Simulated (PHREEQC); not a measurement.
A solution holds 20 mmol/kgw H2SO4, 1.4 mmol/kgw ZnSO4 and 11 mmol/kgw Na2SO4, at 25 °C. Closed to the air; pH follows from the charge balance.

Computed with PHREEQC (ion-association model, phreeqc.dat).

The pH is 1.69 and the ionic strength comes out as 0.0630 mol/kgw. The specific conductance comes out as 10700 µS/cm. The density is 1.000 g/cm³ and the total alkalinity is -40.0 meq/kg.

```csv
species,molality,activity,log γ
H+,0.0241,0.0203,-0.073
Na+,0.0213,0.0173,-0.091
HSO4-,0.0159,0.0129,-0.093
SO4-2,0.0151,0.00652,-0.365
Zn+2,0.000806,0.000350,-0.363
NaSO4-,0.000693,0.000565,-0.089
ZnSO4,0.000527,0.000535,0.006
Zn(SO4)2-2,6.65e-5,2.83e-5,-0.371
```

No solid was allowed to form.
